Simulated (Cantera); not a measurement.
A perfectly stirred reactor is fed with CH4 : C2H6 : C3H8 : O2 : N2 = 1 : 0.4 : 0.051 : 6.65 : 25 (molar parts), equivalence ratio 0.55, at 1.58 atm; it is adiabatic with a 300 K inlet, and is followed from long to short residence time, starting on the burning branch (τ in s: 0.23, 0.094, 0.038, 0.016, 0.0063, 0.0026, 0.001, 0.00042, 0.00017, 6.9e-05, 2.8e-05).

Model: GRI-Mech 3.0 (53 species, 325 reactions), integrated in Cantera.

**Question.** Predict: blow-out, bracketed by the residence times tried; x(CH4) at τ = 0.230 s; x(C2H6) at τ = 0.230 s; x(C3H8) at τ = 0.230 s; x(HCO) at τ = 0.230 s; x(CH4) at τ = 2.60 ms; x(C2H6) at τ = 2.60 ms; x(C3H8) at τ = 2.60 ms; x(HCO) at τ = 2.60 ms; x(C2H) at τ = 2.60 ms.

**Answer.** 
```
Quantity                                                                       Result
------------------------------------------------  -----------------------------------
blow-out, bracketed by the residence times tried  burning at 1.00 ms, out at 0.420 ms
x(CH4) at τ = 0.230 s                                                         5.77e-6
x(C2H6) at τ = 0.230 s                                                        5.85e-7
x(C3H8) at τ = 0.230 s                                                        7.82e-8
x(HCO) at τ = 0.230 s                                                         3.87e-9
x(CH4) at τ = 2.60 ms                                                        0.000120
x(C2H6) at τ = 2.60 ms                                                        1.23e-5
x(C3H8) at τ = 2.60 ms                                                        1.62e-6
x(HCO) at τ = 2.60 ms                                                         4.14e-7
x(C2H) at τ = 2.60 ms                                                         1.16e-9
```
